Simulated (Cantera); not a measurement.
Cantera run, input and output.

```python
import numpy as np
import cantera as ct

gas = ct.Solution("gri30.yaml")
gas.TPX = 1600, 2000000, {'CH2O': 0.0048, 'O2': 0.0072, 'N2': 1}
inlet = ct.Reservoir(gas, clone=True)

reactor = ct.IdealGasConstPressureReactor(gas, energy="off", clone=False)
exhaust = ct.Reservoir(gas, clone=True)
tau = [0.89, 0.27, 0.084, 0.026, 0.008, 0.0024, 0.00075][0]
for a, b in ((inlet, reactor), (reactor, exhaust)):
    ct.MassFlowController(a, b, mdot=lambda t: reactor.mass / tau)
net = ct.ReactorNet([reactor])
show = ['CH2O', 'O2', 'CO2', 'C2H6', 'NO2']

rows = []
print(f"{'tau/s':>10s}{'T/K':>9s}" + "".join(f"{s:>11s}" for s in show))
for tau in [0.89, 0.27, 0.084, 0.026, 0.008, 0.0024, 0.00075]:
    net.initial_time = 0.0
    net.advance(30 * tau)
    before = gas.X
    net.advance(40 * tau)
    drift = np.max(np.abs(gas.X - before) / (gas.X + 1e-9))
    rows.append([gas.T, *gas[show].X, drift])
    print(f"{tau:10.3e}{gas.T:9.1f}" + "".join(f"{x:11.3e}" for x in gas[show].X))
```

It prints:

```
     tau/s      T/K       CH2O         O2        CO2       C2H6        NO2
 8.900e-01   1600.0  1.029e-07  2.371e-03  4.733e-03  2.653e-28  3.140e-08
 2.700e-01   1600.0  2.483e-07  2.376e-03  4.721e-03  1.747e-26  4.402e-08
 8.400e-02   1600.0  5.797e-07  2.389e-03  4.693e-03  1.286e-24  5.896e-08
 2.600e-02   1600.0  1.332e-06  2.419e-03  4.628e-03  9.573e-23  6.763e-08
 8.000e-03   1600.0  2.974e-06  2.491e-03  4.483e-03  6.011e-21  6.083e-08
 2.400e-03   1600.0  6.412e-06  2.648e-03  4.174e-03  2.819e-19  4.199e-08
 7.500e-04   1600.0  1.280e-05  2.929e-03  3.628e-03  7.380e-18  2.496e-08
```

Cantera simulation using GRI-Mech 3.0 (53 species, 325 reactions); the numbers are that mechanism's predictions, not measurements. The pressure lies above the range GRI-Mech 3.0 was tuned for (to about 10 atm).
